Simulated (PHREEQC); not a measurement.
Consider water at 25 °C with 1.8 mmol/kgw Ca(OH)2. Closed to the air; pH follows from the charge balance.

Model: ion-association model, phreeqc.dat, run in PHREEQC.

```tsv
quantity	before	after
pH	11.51	6.99
CaOH+ (mol/kgw)	7.37e-5	2.33e-9
```

Name the change that produced these shifts.
(A) Ca(OH)2 replaced by CaCl2 at the same molality
(B) 0.0027 mol/kgw KOH added
(C) Ca(OH)2 from 0.0018 to 0.00018 mol/kgw
(D) 0.00024 mol/kgw KHSO4 added
(E) temperature from 25 to 45 °C

A, Ca(OH)2 replaced by CaCl2 at the same molality

Precipitation was switched off in this run.
